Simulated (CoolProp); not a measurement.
Vapour-liquid equilibrium of R125 (1) + propane (2) at 1.49 MPa; x and y are mole fractions of (1).

Computed with CoolProp (multi-fluid Helmholtz-energy mixture model, Lemmon 2005 and Lemmon 2009; pair parameters Bell 2016).

Task: Give the bubble temperature and the first vapour's composition at x = 0.2, 0.5, 0.65. Is there an azeotrope?

Result: x = 0.2: 28.1 °C, y = 0.367; x = 0.5: 22.1 °C, y = 0.564; x = 0.65: 21.6 °C, y = 0.644. y crosses x between x = 0.575 and 0.65: the model has an azeotrope there.

The pair parameters rest on a limited set of measurements; away from them the model extrapolates.
